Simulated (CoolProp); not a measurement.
Cyclopentane along the isotherm 550 K: Z from the reference equation and from simpler models built on Tc = 511.7 K, pc = 4583 kPa, ω = 0.202; each cubic takes its own stable root.

The numbers come from the reference Helmholtz-energy equation of state, Gedanitz 2015 in CoolProp.

| p (kPa) | phase | reference |
|---|---|---|
| 1270 | gas | 0.9195 |
| 2550 | gas | 0.8300 |
| 3820 | gas | 0.7286 |
| 5090 | supercritical | 0.6066 |
| 6360 | supercritical | 0.4623 |
| 7640 | supercritical | 0.3681 |
| 8910 | supercritical | 0.3600 |
| 10200 | supercritical | 0.3790 |
| 11500 | supercritical | 0.4058 |

Q: How far does each simpler model (van der Waals, Redlich-Kwong, Soave-Redlich-Kwong, Peng-Robinson) lie from the reference over these 9 states: mean and median of the absolute difference, and the worst?

A: 
- van der Waals: mean 11.6 %, median 10.1 %, worst +27.9 % at 550 K and 11500 kPa
- Redlich-Kwong: mean 4.7 %, median 3.1 %, worst +10.9 % at 550 K and 10200 kPa
- Soave-Redlich-Kwong: mean 8.0 %, median 6.7 %, worst +16.5 % at 550 K and 8910 kPa
- Peng-Robinson: mean 3.3 %, median 2.0 %, worst +7.2 % at 550 K and 8910 kPa
